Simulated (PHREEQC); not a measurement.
Silver or lead bath: speciation

Consider water at 25 °C with 2 mmol/kgw AgF, 0.44 mmol/kgw NaCl and 0.00077 mmol/kgw Na2SO4. Closed to the air; pH follows from the charge balance.

Computed with PHREEQC (ion-association model, wateq4f.dat).

Precipitation was switched off in this run.

### Question
What pH, ionic strength does the model give?

### Answer
pH 7.25; ionic strength 0.00211 mol/kgw.

### Question
In which forms is Ag present?

### Answer
Ag+ 84 %, AgCl 16 % of the Ag.

Saturation is exceeded, for instance for Cerargyrite; the values hold only as long as no solid forms. Species that the database lacks are ignored.
